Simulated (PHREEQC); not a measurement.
Consider water at 20 °C with 0.074 mol/kgw K2SO4. It is in equilibrium with CO2 at log p = -3.4 (atm). Otherwise closed; pH follows from the charge balance.

Computed with PHREEQC (Pitzer model, pitzer.dat).

Each row changes one thing in this solution. No solid was allowed to form.

| case | pH | HCO3- (mol/kgw) | HSO4- (mol/kgw) | CO3-2 (mol/kgw) | SI of Arcanite (K2SO4) | SI of Kalicinite (KHCO3) |
|---|---|---|---|---|---|---|
| as made | 5.80 | 5.93e-6 | 3.43e-6 | 3.83e-10 | -1.81 | -6.83 |
| diluted 2-fold with water | 5.75 | 4.92e-6 | 2.41e-6 | 2.39e-10 | -2.50 | -7.14 |
| diluted 100-fold with water | 5.60 | 2.78e-6 | 1.32e-7 | 5.30e-11 | -6.98 | -8.88 |
| K2SO4 from 0.074 to 0.037 mol/kgw | 5.75 | 4.92e-6 | 2.41e-6 | 2.39e-10 | -2.50 | -7.14 |
| K2SO4 from 0.074 to 0.37 mol/kgw | 5.92 | 9.46e-6 | 6.84e-6 | 1.19e-9 | -0.37 | -6.15 |
| 0.0042 mol/kgw CaCl2 added | 5.79 | 5.82e-6 | 3.30e-6 | 3.89e-10 | -1.83 | -6.84 |
| K2SO4 from 0.074 to 0.0074 mol/kgw | 5.66 | 3.48e-6 | 8.81e-7 | 9.81e-11 | -4.23 | -7.87 |
